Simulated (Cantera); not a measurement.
Adiabatic ignition

An adiabatic, constant-volume homogeneous reactor starts with C₂H₄ : O₂ : N₂ : CO₂ = 1 : 1.3 : 4.9 : 0.081 (molar parts), equivalence ratio 2.3, at 1325 K and 0.474 atm.

Model: GRI-Mech 3.0 (53 species, 325 reactions), integrated in Cantera. GRI-Mech 3.0 was tuned for natural gas; its chemistry of ethylene as a main component is partial and can be far from experiment.

```tsv
t (s)	T (K)	P (bar)	x C₂H₄	x O₂	x N₂O	x C₂H₆	x O
7.00e-6	1325	0.480	0.137	0.179	<1e-12	<1e-12	1.82e-11
1.46e-5	1325	0.480	0.137	0.179	<1e-12	<1e-12	6.19e-11
3.05e-5	1325	0.480	0.137	0.179	<1e-12	<1e-12	4.66e-10
6.37e-5	1325	0.480	0.137	0.179	<1e-12	2.31e-11	2.46e-8
0.000133	1911	0.741	0.0553	0.0947	2.14e-8	6.82e-5	0.000443
0.000277	2843	1.28	1.17e-10	2.14e-5	1.57e-7	<1e-12	0.000136
0.000579	2782	1.26	<1e-12	4.30e-5	3.80e-8	<1e-12	0.000270
0.00121	2772	1.26	<1e-12	4.85e-5	2.74e-8	<1e-12	0.000303
0.00252	2772	1.26	<1e-12	4.91e-5	2.40e-8	<1e-12	0.000306
0.00527	2773	1.26	<1e-12	4.92e-5	2.33e-8	<1e-12	0.000307
0.0110	2773	1.26	<1e-12	4.92e-5	2.33e-8	<1e-12	0.000307
0.0230	2773	1.26	<1e-12	4.92e-5	2.33e-8	<1e-12	0.000307
0.0479	2773	1.26	<1e-12	4.92e-5	2.33e-8	<1e-12	0.000307
0.100	2773	1.26	<1e-12	4.92e-5	2.33e-8	<1e-12	0.000307
```
x: mole fraction; the columns are a selection and need not sum to one.

```yaml
time_of_steepest_temperature_rise: 0.138 ms
temperature at 0.100 s: 2773 K
equilibrium_temperature: 2773 K
x(C₂H₄) at 0.100 s: <1e-12 (gas-phase equilibrium <1e-12)
x(O₂) at 0.100 s: 4.92e-5 (gas-phase equilibrium 4.92e-5)
x(N₂O) at 0.100 s: 2.33e-8 (gas-phase equilibrium 2.33e-8)
```
